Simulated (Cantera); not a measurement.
Stirred combustor or abatement burner

A perfectly stirred reactor is fed with H₂ : O₂ : N₂ : H₂O = 1 : 0.98 : 3.69 : 0.0064 (molar parts), at 100000 Pa; it is adiabatic with a 500 K inlet, and is followed from long to short residence time, starting on the burning branch (τ in s: 0.035, 0.015, 0.0062, 0.0026, 0.0011, 0.00046, 0.00019, 8.1e-05, 3.4e-05).

Cantera simulation using GRI-Mech 3.0 (53 species, 325 reactions); the numbers are that mechanism's predictions, not measurements.

| τ (s) | T (K) | x H₂ | x O₂ | x HO₂ | x OH | x NO | x H₂O | x O |
|---|---|---|---|---|---|---|---|---|
| 0.035 | 1819 | 0.000377 | 0.0921 | 3.00e-6 | 0.00239 | 2.01e-5 | 0.193 | 0.000337 |
| 0.015 | 1812 | 0.000655 | 0.0919 | 4.76e-6 | 0.00311 | 1.69e-5 | 0.192 | 0.000585 |
| 0.0062 | 1799 | 0.00116 | 0.0916 | 7.83e-6 | 0.00406 | 1.39e-5 | 0.191 | 0.00104 |
| 0.0026 | 1780 | 0.00202 | 0.0914 | 1.26e-5 | 0.00518 | 1.20e-5 | 0.189 | 0.00180 |
| 0.0011 | 1749 | 0.00341 | 0.0912 | 1.95e-5 | 0.00638 | 1.17e-5 | 0.186 | 0.00302 |
| 0.00046 | 1699 | 0.00561 | 0.0912 | 2.87e-5 | 0.00746 | 1.25e-5 | 0.181 | 0.00484 |
| 0.00019 | 1622 | 0.00904 | 0.0920 | 4.03e-5 | 0.00803 | 1.32e-5 | 0.175 | 0.00718 |
| 8.1e-5 | 1517 | 0.0145 | 0.0945 | 5.42e-5 | 0.00771 | 1.14e-5 | 0.165 | 0.00921 |
| 3.4e-5 | 1366 | 0.0283 | 0.102 | 7.59e-5 | 0.00617 | 6.05e-6 | 0.147 | 0.00899 |
x: mole fraction; the columns are a selection and need not sum to one.
